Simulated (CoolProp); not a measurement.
The fluid at 293.15 K and 10.8 MPa (liquid) is heated at constant pressure to 477.5 K. The same conditions are run with several fluids, on thermodynamics alone (safety and materials aside).

Computed with CoolProp (reference Helmholtz-energy equation of state of each fluid (carbon dioxide: Span 1996; n-octane: Beckmüller 2019; ethane: Bücker 2006; R123: Younglove 1994; dimethyl ether: Wu 2011)).

```json
[
 {"fluid": "carbon dioxide", "heat (kJ/kg)": "393", "final phase": "supercritical", "final density (kg/m³)": "131"},
 {"fluid": "n-octane", "heat (kJ/kg)": "470", "final phase": "liquid", "final density (kg/m³)": "563"},
 {"fluid": "ethane", "heat (kJ/kg)": "661", "final phase": "supercritical", "final density (kg/m³)": "94.5"},
 {"fluid": "R123", "heat (kJ/kg)": "204", "final phase": "supercritical", "final density (kg/m³)": "969"},
 {"fluid": "dimethyl ether", "heat (kJ/kg)": "578", "final phase": "supercritical", "final density (kg/m³)": "217"}
]
```
